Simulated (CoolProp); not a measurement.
A Linde-Hampson liquefier for ethylene: isothermal reversible compression at 320 K from 1 atm to 40 MPa, throttling to 1 atm, return gas leaving the recuperator 0 K below the feed. Each further row changes one setting.

Model: reference Helmholtz-energy equation of state, Smukala 2000, in CoolProp.

| case | liquid yield per pass | compression work (kJ/kg of gas) |
|---|---|---|
| as stated | [?] | 468 |
| high pressure 80 MPa | [?] | [?] |
| warm-end temperature 350 K | [?] | [?] |
| warm-end gap 5 K | [?] | 468 |

Complete the blanks.


- as stated, liquid yield per pass: 0.428
- high pressure 80 MPa, liquid yield per pass: 0.384
- high pressure 80 MPa, compression work (kJ/kg of gas): 554
- warm-end temperature 350 K, liquid yield per pass: 0.362
- warm-end temperature 350 K, compression work (kJ/kg of gas): 539
- warm-end gap 5 K, liquid yield per pass: 0.421
